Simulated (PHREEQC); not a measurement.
0.48 g of hydrous ferric oxide (600 m²/g; 0.2 weak and 0.005 strong sites per Fe, Dzombak-Morel constants, diffuse double layer) in 1 kg of water with 0.005 mol/kgw of an inert sodium salt, at 25 °C; the pH is set by adding NaOH or the inert anion's acid. Oxygen alone is held at its pressure in air (log pO2 = -0.68). CO2 from the air is kept out. No solid was allowed to form.

The numbers come from PHREEQC with the ion-association model, wateq4f.dat.

| pH | surface charge σ (C/m²) | surface potential ψ (mV) |
|---|---|---|
| 4 | 0.185 | 193 |
| 4.5 | 0.132 | 177 |
| 5 | 0.091 | 158 |
| 5.5 | 0.060 | 137 |
| 6 | 0.038 | 114 |
| 6.5 | 0.023 | 89 |
| 7 | 0.013 | 62 |
| 7.5 | 0.006 | 34 |
| 8 | 0.001 | 6 |
| 8.5 | -0.004 | -22 |
| 9 | -0.009 | -50 |
| 9.5 | -0.018 | -77 |
| 10 | -0.031 | -103 |
| 10.5 | -0.050 | -127 |
| 11 | -0.081 | -148 |
| 11.5 | -0.132 | -164 |
| 12 | -0.216 | -172 |
